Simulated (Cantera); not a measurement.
Feed: 1 mol SiHCl3, 0.39 mol C2H4, 180 mol H2, equilibrated at 13.3 mbar.

Cantera equilibrium calculation (NASA polynomials, part measured and part estimated; ideal gas, pure solids and liquids). Candidate condensed phases: C, C6H6, C7H8, C8H18, Si, SiC; 109 gas species. Equilibrium is a limit: real reactors are often held back by kinetics, nucleation or transport. All values below are at 900 K.

Base state: H2 0.987, HCl 0.0117, SiCl4 0.000985, SiHCl3 0.000235, CH4 3.21e-5 (mole fractions); condensed: SiC(s).

### Question
What changes in the equilibrium state with this change: pressure from 13.3 mbar to 0.100 bar?

### Answer
```tsv
species	before	after
H2	0.987	0.988
HCl	0.0117	0.00968
SiCl4	0.000985	0.00138
CH4	3.21e-5	0.000594
SiH2Cl2	5.32e-6	1.10e-5
SiHCl3	0.000235	0.000401
SiC(s), mol	0.774	0.672
```
